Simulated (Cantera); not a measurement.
Input: 1 mol Zr, 0.19 mol H₂O, 4.6 mol N₂, held at 0.00225 Torr.

These are equilibrium values from Cantera (NASA tables, ideal gas, pure condensed phases), not measurements of a reactor. Candidate condensed phases: H₂O, Zr, ZrN, ZrO₂; 28 gas species. Mutual solubility and eutectic melting of coexisting phases are not modelled. ZrN: taken at fixed stoichiometry. Condensed phases not in the tables: solid solutions among these carbides, nitrides and lower oxides. Rates play no part.

At 2050 K, list the 4 most abundant gas species with their mole fractions, and the condensed phases.

N₂ 0.914, H 0.0767, ZrO 0.00568, H₂ 0.00343. Condensed: ZrN(s) + ZrO₂(tetragonal).
